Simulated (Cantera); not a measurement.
Charge: 1 mol Si2Cl6, 10 mol NH3, held at 1.33 mbar.

Cantera equilibrium calculation (NASA polynomials, part measured and part estimated; ideal gas, pure solids and liquids). Candidate condensed phases: NH4Cl, Si, Si3N4; 28 gas species. The feed counts by its element totals alone. Kinetics and transport are ignored. All values below are at 923 K.

Base state: H2 0.559, HCl 0.267, N2 0.171, SiCl4 0.00246, SiHCl3 1.83e-5 (mole fractions); condensed: Si3N4(s).

### Question
What changes in the equilibrium state with this change: NH3 from 10 to 3 mol?

### Answer
| species | before | after |
|---|---|---|
| HCl | 0.267 | 0.464 |
| H2 | 0.559 | 0.371 |
| SiCl4 | 0.00246 | 0.0849 |
| N2 | 0.171 | 0.0791 |
| SiCl3 | 3.99e-6 | 6.46e-5 |
| SiHCl3 | 1.83e-5 | 0.000242 |
| Si3N4(s), mol | 0.649 | 0.455 |
The tables' values for SiCl3 are old estimates; treat these amounts as uncertain.
